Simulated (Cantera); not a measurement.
## Thermodynamics of carbothermic reduction, feed MgO + CH4 + CO

A closed system holds: 1 mol MgO, 2.9 mol CH4, 0.072 mol CO, equilibrated at 0.000170 bar.

Cantera equilibrium calculation (NASA polynomials, part measured and part estimated; ideal gas, pure solids and liquids). Candidate condensed phases: C, C6H6, C7H8, C8H18, H2O, Mg, MgCO3, MgO, Mg(OH)2; 116 gas species. The tables' values for MgH are old estimates; treat these amounts as uncertain. The numbers say what is thermodynamically allowed, not how fast it happens.

From 950 K to 1250 K the condensed part is C(graphite) + MgO(s). From 1325 K to 1475 K the condensed part is C(graphite).

```json
[
 {"T (K)": "950", "x H2": "0.988", "x CO": "0.0123", "x Mg": "4.01e-10", "x H": "4.24e-8", "x CH4": "2.78e-5", "x MgH": "<1e-12", "x C2H2 (acetylene)": "2.71e-10", "n C(graphite)": "2.90", "n MgO(s)": "1.00"},
 {"T (K)": "1025", "x H2": "0.988", "x CO": "0.0123", "x Mg": "1.37e-7", "x H": "3.32e-7", "x CH4": "1.22e-5", "x MgH": "8.67e-12", "x C2H2 (acetylene)": "2.18e-9", "n C(graphite)": "2.90", "n MgO(s)": "1.000"},
 {"T (K)": "1100", "x H2": "0.988", "x CO": "0.0123", "x Mg": "2.08e-5", "x H": "1.97e-6", "x CH4": "5.95e-6", "x MgH": "1.55e-9", "x C2H2 (acetylene)": "1.32e-8", "n C(graphite)": "2.90", "n MgO(s)": "1.000"},
 {"T (K)": "1175", "x H2": "0.985", "x CO": "0.0137", "x Mg": "0.00148", "x H": "9.33e-6", "x CH4": "3.16e-6", "x MgH": "1.26e-7", "x C2H2 (acetylene)": "6.27e-8", "n C(graphite)": "2.89", "n MgO(s)": "0.991"},
 {"T (K)": "1250", "x H2": "0.937", "x CO": "0.0371", "x Mg": "0.0254", "x H": "3.59e-5", "x CH4": "1.64e-6", "x MgH": "2.40e-6", "x C2H2 (acetylene)": "2.36e-7", "n C(graphite)": "2.74", "n MgO(s)": "0.843"},
 {"T (K)": "1325", "x H2": "0.737", "x CO": "0.136", "x Mg": "0.127", "x H": "0.000108", "x CH4": "6.19e-7", "x MgH": "1.19e-5", "x C2H2 (acetylene)": "6.27e-7", "n C(graphite)": "1.90", "n MgO(s)": "0"},
 {"T (K)": "1400", "x H2": "0.737", "x CO": "0.136", "x Mg": "0.127", "x H": "0.000320", "x CH4": "3.98e-7", "x MgH": "1.31e-5", "x C2H2 (acetylene)": "1.86e-6", "n C(graphite)": "1.90", "n MgO(s)": "0"},
 {"T (K)": "1475", "x H2": "0.736", "x CO": "0.136", "x Mg": "0.127", "x H": "0.000853", "x CH4": "2.68e-7", "x MgH": "1.43e-5", "x C2H2 (acetylene)": "4.91e-6", "n C(graphite)": "1.90", "n MgO(s)": "0"}
]
```
x: gas mole fraction; n: condensed amount in mol.
